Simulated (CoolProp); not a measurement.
500 sccm (0 °C, 1 atm) of nitrogen bubbles through liquid octamethylcyclotetrasiloxane (D4) at 356.1 K and leaves saturated at a total pressure of 0.0713 MPa (ideal gas phase). Each further row changes one setting.

Model: reference Helmholtz-energy equation of state, Thol 2015, in CoolProp.

```tsv
case	vapour pressure (kPa)	mole fraction of vapour	delivery (mg/min)	delivery (sccm)	change of delivery for a bath 1 K warmer (%)
as stated	4.14	0.0580	408	30.8	5.1
bath temperature 361.1 K	5.20	0.0730	521	39.4	5.0
total pressure 0.143 MPa	4.14	0.0289	197	14.9	4.9
```
